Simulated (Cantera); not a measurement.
Charge: 1 mol Fe₃O₄, 0.99 mol CH₄, 2 mol H₂, 0.045 mol H₂O, at 0.150 Torr.

Method: chemical equilibrium by Gibbs-energy minimisation in Cantera with the NASA 1993 tables (ideal gas, pure condensed phases). Candidate condensed phases: C, C₆H₆, C₇H₈, C₈H₁₈, Fe, Fe(CO)₅, FeO, Fe(OH)₂, Fe(OH)₃, Fe₂O₃, Fe₃O₄, H₂O; 114 gas species. Mutual solubility and eutectic melting of coexisting phases are not modelled. The tables' stoichiometric FeO is somewhat more stable than real wüstite, so its field is too wide. FeO: taken at fixed stoichiometry. Kinetics and transport are ignored.

Problem. Which condensed phases are stable at each of these points (T (K)): 1775, 1825, 1875, 1925, 1975, 2025, 2075, 2125, 2175, 2225?

Solution. 
```json
[
 {"T (K)": "1775", "condensed phases": "Fe(δ) + FeO(l)", "Fe condensed (%)": "80.8"},
 {"T (K)": "1825", "condensed phases": "FeO(l)", "Fe condensed (%)": "56.0"},
 {"T (K)": "1875", "condensed phases": "FeO(l)", "Fe condensed (%)": "40.6"},
 {"T (K)": "1925", "condensed phases": "FeO(l)", "Fe condensed (%)": "22.8"},
 {"T (K)": "1975", "condensed phases": "FeO(l)", "Fe condensed (%)": "3.0"},
 {"T (K)": "2025", "condensed phases": "gas only", "Fe condensed (%)": "0.0"},
 {"T (K)": "2075", "condensed phases": "gas only", "Fe condensed (%)": "0.0"},
 {"T (K)": "2125", "condensed phases": "gas only", "Fe condensed (%)": "0.0"},
 {"T (K)": "2175", "condensed phases": "gas only", "Fe condensed (%)": "0.0"},
 {"T (K)": "2225", "condensed phases": "gas only", "Fe condensed (%)": "0.0"}
]
```

At 1775 K the condensed part is Fe(δ) + FeO(l). From 1825 K to 1975 K the condensed part is FeO(l). From 2025 K to 2225 K nothing is condensed.
